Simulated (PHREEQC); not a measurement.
Solution (88 °C): 0.032 mol HNO3, 0.097 mol AlCl3 and 0.0059 mol MgCl2 per kg of water. Closed to the air; pH follows from the charge balance.

Model: ion-association model, phreeqc.dat, run in PHREEQC.

| quantity | before | after |
|---|---|---|
| pH | 1.62 | 2.51 |
| Al(OH)2+ (mol/kgw) | 2.12e-6 | 2.90e-5 |
| SI of Gibbsite (Al(OH)3) | -2.57 | -0.45 |

Question: Name the change that produced these shifts.
A) AlCl3 from 0.097 to 0.107 mol/kgw
B) temperature from 88 to 10 °C
C) MgCl2 replaced by SrCl2 at the same molality
D) diluted 10-fold with water
E) MgCl2 left out

Answer: D, diluted 10-fold with water

Precipitation was switched off in this run. At this temperature some constants are extrapolated from 25 °C, and those without enthalpy data are left unchanged.
